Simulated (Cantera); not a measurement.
Input: 1 mol Al, 22 mol N₂O, 6.1 mol H₂, held at 1698.15 K and 26.0 mbar.

These are equilibrium values from Cantera (NASA tables, ideal gas, pure condensed phases), not measurements of a reactor. Kinetics and transport are ignored.

```json
[
 {"species": "N₂", "before": "0.622", "after": "0.553"},
 {"species": "H₂O", "before": "0.172", "after": "0.376"},
 {"species": "O₂", "before": "0.202", "after": "0.0682"},
 {"species": "H₂", "before": "4.68e-5", "after": "0.000176"},
 {"species": "H", "before": "6.14e-6", "after": "1.19e-5"},
 {"species": "NO", "before": "0.00251", "after": "0.00137"},
 {"species": "O", "before": "0.000122", "after": "7.10e-5"},
 {"species": "OH", "before": "0.00116", "after": "0.00131"},
 {"species": "Al₂O₃(s), mol", "before": "0.500", "after": "0.500"}
]
```
Gas species are given as mole fractions.

### Question
Which change was made?
A) pressure from 26.0 mbar to 17.0 Pa
B) H₂ from 6.1 to 28 mol
C) H₂ from 6.1 to 15 mol
D) N₂O from 22 to 4.6 mol

### Answer
C, H₂ from 6.1 to 15 mol
